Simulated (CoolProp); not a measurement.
Sulfur hexafluoride at 298.15 K and 3.42 MPa flows at 2.4 m/s in a round tube of 4.6 mm bore and 45 µm roughness, fully developed (64/Re and Nu = 3.66 if laminar; Colebrook and Gnielinski if turbulent). Each further row changes one setting.

Computed with CoolProp (reference Helmholtz-energy equation of state, Guder 2009).

| case | Reynolds number | Darcy friction factor | pressure drop (Pa/m) | heat-transfer coefficient (W/(m² K)) | mass flow (kg/h) |
|---|---|---|---|---|---|
| as stated | 121000 | 0.0381 | 33000 | 10200 | 199 |
| velocity 4.8 m/s | 241000 | 0.0379 | 131000 | 20400 | 397 |
| diameter 9.2 mm | 241000 | 0.0306 | 13200 | 8620 | 794 |

Viscosity comes from a separate model (Quiñones-Cisneros 2012). Thermal conductivity comes from a separate model (Assael 2012).
